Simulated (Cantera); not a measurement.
Feed: 1 mol Ti(OiPr)4, 4.4 mol CH4, held at 925 °C and 0.128 Torr.

Equilibrium computed with Cantera from the NASA thermochemical tables; the gas is ideal and each condensed phase is pure. The feed counts by its element totals alone. TiC: taken at fixed stoichiometry. Rates play no part.

```tsv
species	before	after
H2	0.851	0.751
CO	0.149	0.141
H	1.35e-5	0.107
C2H2 (acetylene)	8.44e-8	0.000570
C(graphite), mol	11.4	11.4
TiC(s), mol	1.00	1.000
```
Gas species are given as mole fractions.

Question: Name the change that produced these shifts.
(A) temperature from 925 °C to 1725 °C
(B) temperature from 925 °C to 1950 °C
(C) pressure from 0.128 Torr to 105 Torr
(D) temperature from 925 °C to 2000 °C

Answer: A, temperature from 925 °C to 1725 °C
